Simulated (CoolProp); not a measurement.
Values from CoolProp's reference Helmholtz-energy equation of state, Gao 2020.

### Question
For ammonia, give the phase and the cp (kJ/(kg K)) at 382.25 °C and 0.101 MPa.

### Answer
- 382.25 °C and 0.101 MPa: gas; cp 2.75
